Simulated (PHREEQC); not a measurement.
0.55 g of hydrous ferric oxide (600 m²/g; 0.2 weak and 0.005 strong sites per Fe, Dzombak-Morel constants, diffuse double layer) in 1 kg of water with 0.005 mol/kgw of an inert sodium salt and 2.1e-05 mol MgCl2, 0.00065 mol PbCl2 and 1.8e-05 mol Ag2SO4, at 25 °C; the pH is set by adding NaOH or the inert anion's acid. Oxygen alone is held at its pressure in air (log pO2 = -0.68). No CO2 enters from the air. No solid was allowed to form.

The series has 17 steps of pH, from 3 to 11.

All values are PHREEQC results (ion-association model, wateq4f.dat), not measurements.

Task: Near which pH is half of the Mg sorbed, and on which side is more sorbed?

Result: Near pH 10.3, with more sorbed at higher pH.

Task: Near which pH is half of the Pb sorbed, and on which side is more sorbed?

Result: Near pH 5.5, with more sorbed at higher pH.

Task: Near which pH is half of the S sorbed, and on which side is more sorbed?

Result: Near pH 8.0, with more sorbed at lower pH.

Along this series the solution becomes supersaturated in solids that the run did not let form, among them Pb(OH)2, Cerargyrite. The oxide is taken as insoluble; below pH 4 it would dissolve.
